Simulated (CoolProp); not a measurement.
Vapour pressure (MPa) of cyclohexane: the reference equation beside estimates from Tc = 553.6 K, pc = 4.081 MPa, ω = 0.209. Clausius-Clapeyron is anchored at 476.3 K with a constant enthalpy of vaporisation of 20.79 kJ/mol.

The numbers come from the reference Helmholtz-energy equation of state, Zhou 2014 in CoolProp.

| T (K) | reference | Lee-Kesler | Clausius-Clapeyron | Redlich-Kwong | Peng-Robinson |
|---|---|---|---|---|---|
| 412.4 | 0.4432 | 0.4442 | 0.6269 | 0.5906 | 0.4407 |
| 423.1 | 0.5525 | 0.5538 | 0.7308 | 0.7184 | 0.5493 |
| 433.7 | 0.6794 | 0.6809 | 0.8443 | 0.8630 | 0.6756 |
| 444.3 | 0.8266 | 0.8282 | 0.9688 | 1.027 | 0.8226 |
| 455 | 0.9977 | 0.9992 | 1.106 | 1.212 | 0.9940 |
| 465.6 | 1.192 | 1.193 | 1.253 | 1.418 | 1.189 |
| 476.3 | 1.414 | 1.415 | 1.414 | 1.647 | 1.413 |
| 486.9 | 1.663 | 1.663 | 1.585 | 1.899 | 1.664 |
| 497.6 | 1.946 | 1.946 | 1.770 | 2.177 | 1.950 |
| 508.2 | 2.260 | 2.260 | 1.966 | 2.479 | 2.268 |
| 518.9 | 2.614 | 2.615 | 2.176 | 2.810 | 2.626 |
| 529.5 | 3.006 | 3.008 | 2.397 | 3.166 | 3.021 |
| 540.1 | 3.442 | 3.446 | 2.629 | 3.549 | 3.458 |

Absolute difference from the reference over all 13 rows, mean and median: Lee-Kesler 0.1 and 0.1 %, Clausius-Clapeyron 16.8 and 16.8 %, Redlich-Kwong 17.2 and 16.5 %, Peng-Robinson 0.4 and 0.5 %.
